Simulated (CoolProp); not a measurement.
Vapour-liquid equilibrium of R22 (1) + R152A (2) at -15.95 °C; x and y are mole fractions of (1).

Computed with CoolProp (multi-fluid Helmholtz-energy mixture model, Kamei 1995 and Outcalt 1996; pair parameters Bell 2016).

Question: Give the bubble pressure and the first vapour's composition at x = 0.2, 0.35, 0.575. Is there an azeotrope?

Answer: x = 0.2: 0.1650 MPa, y = 0.303; x = 0.35: 0.1834 MPa, y = 0.491; x = 0.575: 0.2149 MPa, y = 0.722. No azeotrope shows between x = 0.05 and 0.95.

Pair parameters are fitted to limited data, so mixtures are less certain than the pure fluids.
